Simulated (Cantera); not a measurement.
A closed system holds: 1 mol Si, 3.4 mol HCl, 0.87 mol H2, 0.8 mol Cl2, 1 mol NH3, equilibrated at 3680 Torr.

Equilibrium computed with Cantera from the NASA thermochemical tables; the gas is ideal and each condensed phase is pure. Candidate condensed phases: NH4Cl, Si, Si3N4; 28 gas species. Rates play no part.

Which condensed phases are stable at each of these points (T (°C)): 302, 452, 602, 752, 902, 1052, 1202?


```csv
T (°C),condensed phases,Si condensed (%)
302,NH4Cl(s) + Si3N4(s),6.7
452,Si3N4(s),10.4
602,Si3N4(s),17.9
752,Si3N4(s),23.2
902,Si3N4(s),26.8
1052,Si3N4(s),28.9
1202,Si3N4(s),28.6
```

At 302 °C the condensed part is NH4Cl(s) + Si3N4(s). From 452 °C to 1202 °C the condensed part is Si3N4(s).
